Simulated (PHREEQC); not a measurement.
0.38 g of hydrous ferric oxide (600 m²/g; 0.2 weak and 0.005 strong sites per Fe, Dzombak-Morel constants, diffuse double layer) in 1 kg of water with 0.005 mol/kgw of an inert sodium salt and 1e-06 mol SrCl2 and 3.2e-06 mol CuCl2, at 25 °C; the pH is set by adding NaOH or the inert anion's acid. Oxygen alone is held at its pressure in air (log pO2 = -0.68). The system is closed to CO2. No solid was allowed to form.

Computed with PHREEQC (ion-association model, wateq4f.dat).

```
pH    Sr sorbed (%)  Cu sorbed (%)  surface charge σ (C/m²)  surface potential ψ (mV)
----  -------------  -------------  -----------------------  ------------------------
3               0.0            0.1                    0.304                       214
3.38            0.0            0.3                    0.260                       209
3.75            0.0            1.4                    0.214                       200
4.12            0.0            5.8                    0.171                       190
4.5             0.0           22.0                    0.132                       177
4.88            0.0           55.5                    0.100                       163
5.25            0.0           84.4                    0.074                       148
5.62            0.0           96.0                    0.054                       132
6               0.0           99.1                    0.038                       114
6.38            0.1           99.8                    0.026                        95
6.75            0.3           99.9                    0.017                        76
7.12            1.4          100.0                    0.011                        56
7.5             6.9          100.0                    0.006                        35
7.88           27.9          100.0                    0.002                        13
8.25           65.6          100.0                   -0.001                        -7
8.62           90.5          100.0                   -0.005                       -28
9              98.0          100.0                   -0.009                       -49
```

Species that the database lacks are ignored. The database's constant for dissolved Cu(OH)2 is higher than later reviews accept. The oxide is taken as insoluble; below pH 4 it would dissolve.
